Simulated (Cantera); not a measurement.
Input: 1 mol CO₂, 2.2 mol H₂, a varied amount of O₂, equilibrated at 2352 °C and 100 Torr.

Cantera equilibrium calculation (NASA polynomials, part measured and part estimated; ideal gas, pure solids and liquids). Candidate condensed phases: C, C₆H₆, C₇H₈, C₈H₁₈, H₂O; 110 gas species. The numbers say what is thermodynamically allowed, not how fast it happens.

x: gas mole fraction; nothing condenses.

```
n(O₂) (mol)     x O₂  x H₂O    x CO     x H₂   x CO₂    x OH      x O      x H
-----------  -------  -----  ------  -------  ------  ------  -------  -------
0.49         0.00638  0.450   0.209    0.163  0.0879  0.0307  0.00570   0.0470
0.63          0.0127  0.483   0.184    0.124   0.110  0.0379  0.00806   0.0409
0.81          0.0278  0.504   0.153   0.0876   0.134  0.0470   0.0119   0.0344
1             0.0525  0.505   0.126   0.0639   0.152  0.0551   0.0163   0.0294
1.3            0.101  0.484  0.0970   0.0441   0.163  0.0636   0.0227   0.0244
1.7            0.168  0.444  0.0748   0.0314   0.162  0.0692   0.0293   0.0206
2.2            0.243  0.397  0.0588   0.0234   0.153  0.0718   0.0352   0.0178
2.8            0.317  0.350  0.0472   0.0180   0.140  0.0720   0.0402   0.0156
3.6                …      …       …        …       …  0.0705        …        …
4.6                …      …       …        …       …  0.0676   0.0488        …
5.9            0.537  0.211  0.0240  0.00836  0.0927  0.0638   0.0523   0.0106
7.6            0.601  0.172  0.0190  0.00643  0.0777  0.0592   0.0553  0.00933
9.7            0.656  0.139  0.0151  0.00498  0.0646  0.0544   0.0578  0.00821
```

Problem. Some entries are withheld; supply them.

Solution. 
- 4.6, x O₂: 0.468
- 4.6, x H₂O: 0.254
- 4.6, x CO: 0.0301
- 4.6, x H₂: 0.0108
- 4.6, x CO₂: 0.109
- 4.6, x H: 0.0121
- 3.6, x O₂: 0.394
- 3.6, x H₂O: 0.301
- 3.6, x CO: 0.0376
- 3.6, x H₂: 0.0139
- 3.6, x CO₂: 0.125
- 3.6, x O: 0.0448
- 3.6, x H: 0.0137
